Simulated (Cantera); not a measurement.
**Ti(NMe2)4 + C3H8 + H2 (titanium nitride, carbide and oxide coatings)**

Feed: 1 mol Ti(NMe2)4, 1.9 mol C3H8, 180 mol H2, held at 0.120 bar.

These are equilibrium values from Cantera (NASA tables, ideal gas, pure condensed phases), not measurements of a reactor. Candidate condensed phases: C, C6H6, C7H8, C8H18, Ti, TiC, TiN; 93 gas species. The feed counts by its element totals alone. TiC: taken at fixed stoichiometry. The numbers say what is thermodynamically allowed, not how fast it happens.

From 1448 K to 2098 K the condensed part is C(graphite) + TiC(s).

```
T (K)   x H2     x N2       x H     x HCN  x C2H2 (acetylene)     x CH4     x HNC  n C(graphite)  n TiC(s)
-----  -----  -------  --------  --------  ------------------  --------  --------  -------------  --------
1448   0.990  0.00989   2.65e-5   7.15e-5             4.70e-6  0.000392   1.01e-6           12.6      1.00
1498   0.990  0.00987   4.93e-5  0.000103             8.72e-6  0.000305   1.73e-6           12.6      1.00
1548   0.990  0.00985   8.84e-5  0.000145             1.55e-5  0.000241   2.84e-6           12.6      1.00
1598   0.990  0.00982  0.000153  0.000199             2.67e-5  0.000193   4.53e-6           12.6      1.00
1648   0.989  0.00978  0.000256  0.000269             4.43e-5  0.000157   7.02e-6           12.6      1.00
1698   0.989  0.00974  0.000415  0.000356             7.13e-5  0.000130   1.06e-5           12.6      1.00
1748   0.989  0.00968  0.000656  0.000463            0.000112  0.000108   1.56e-5           12.5      1.00
1798   0.989  0.00961   0.00101  0.000593            0.000171   9.08e-5   2.24e-5           12.5      1.00
1848   0.988  0.00952   0.00152  0.000748            0.000254   7.71e-5   3.15e-5           12.4      1.00
1898   0.987  0.00942   0.00224  0.000931            0.000371   6.61e-5   4.35e-5           12.3      1.00
1948   0.986  0.00930   0.00324   0.00114            0.000531   5.70e-5   5.90e-5           12.2      1.00
1998   0.984  0.00916   0.00459   0.00139            0.000746   4.96e-5   7.87e-5           12.1     1.000
2048   0.982  0.00900   0.00640   0.00167             0.00103   4.34e-5  0.000103           11.9     1.000
2098   0.979  0.00882   0.00879   0.00198             0.00140   3.81e-5  0.000133           11.7     1.000
```
x: gas mole fraction; n: condensed amount in mol.
